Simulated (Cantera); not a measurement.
Cantera run:

```python
import numpy as np
import cantera as ct

gas_names = """
    C CN CO CO2 C2 CCN CNC C2N2 C2O C3 C3O2 C4 C4N2 C5 Fe FeC5O5 FeO N NCO NO NO2 NO3 N2 N2O O O2 O3
""".split()
cond_names = """
    C(gr) Fe(a) Fe(c) Fe(d) Fe(L) FeC5O5(L) FeO(s) FeO(L) Fe2O3(s) Fe3O4(s)
""".split()


# ... load() reads the species with a 1 bar reference pressure and builds the phases ...
atoms = {
    'Fe(CO)5': {'Fe': 1, 'C': 5, 'O': 5},
    'CO': {'C': 1, 'O': 1},
    'N2': {'N': 2},
}
top_T = {'C(gr)': 4500, 'Fe2O3(s)': 1830, 'Fe3O4(s)': 1870}  # K; cautious upper limits of use, not melting points


# ... equilibrate(T, P, feed) seeds the gas with the atoms and calls Mixture.equilibrate('TP', solver="vcs", rtol=1e-11, max_steps=5000) ...
results = []
feed = {'Fe(CO)5': 1, 'CO': 4.6, 'N2': 5.2}  # mol
P = 13332.2  # Pa
for T in [975, 1025, 1075, 1125, 1175, 1225, 1275, 1325]:
    mix = equilibrate(T, P, feed)
    results.append((T, P, feed, dict(zip(mix.species_names, mix.species_moles))))
    x = sorted(zip(gas.X, gas.species_names), reverse=True)
    print(f"T = {T:g} K  P = {P:g} Pa  gas = {mix.phase_moles(0):.4g} mol")
    print("   x: " + "  ".join(f"{s} {v:.3e}" for v, s in x if v > 1e-06))
    print("   condensed (mol): " + ("  ".join(f"{mix.phase(i).name} {mix.phase_moles(i):.4g}"
          for i in range(1, mix.n_phases) if mix.phase_moles(i) > 1e-12) or "none"))
```

Output:

```
T = 975 K  P = 13332.2 Pa  gas = 14.17 mol
   x: CO 5.887e-01  N2 3.669e-01  CO2 4.438e-02
   condensed (mol): C(gr) 0.6289  Fe(a) 1
T = 1025 K  P = 13332.2 Pa  gas = 14.54 mol
   x: CO 6.245e-01  N2 3.576e-01  CO2 1.789e-02
   condensed (mol): C(gr) 0.2601  Fe(a) 1
T = 1075 K  P = 13332.2 Pa  gas = 14.69 mol
   x: CO 6.387e-01  N2 3.539e-01  CO2 7.391e-03
   condensed (mol): C(gr) 0.1086  Fe(a) 1
T = 1125 K  P = 13332.2 Pa  gas = 14.75 mol
   x: CO 6.443e-01  N2 3.525e-01  CO2 3.235e-03
   condensed (mol): C(gr) 0.04773  Fe(a) 1
T = 1175 K  P = 13332.2 Pa  gas = 14.78 mol
   x: CO 6.466e-01  N2 3.519e-01  CO2 1.510e-03
   condensed (mol): C(gr) 0.02231  Fe(a) 1
T = 1225 K  P = 13332.2 Pa  gas = 14.79 mol
   x: CO 6.476e-01  N2 3.516e-01  CO2 7.488e-04
   condensed (mol): C(gr) 0.01107  Fe(c) 1
T = 1275 K  P = 13332.2 Pa  gas = 14.79 mol
   x: CO 6.481e-01  N2 3.515e-01  CO2 3.926e-04
   condensed (mol): C(gr) 0.005808  Fe(c) 1
T = 1325 K  P = 13332.2 Pa  gas = 14.8 mol
   x: CO 6.484e-01  N2 3.514e-01  CO2 2.164e-04
   condensed (mol): C(gr) 0.003202  Fe(c) 1
```

Method: chemical equilibrium by Gibbs-energy minimisation in Cantera with the NASA 1993 tables (ideal gas, pure condensed phases). Condensed phases not in the tables: cementite and carbon dissolved in iron.
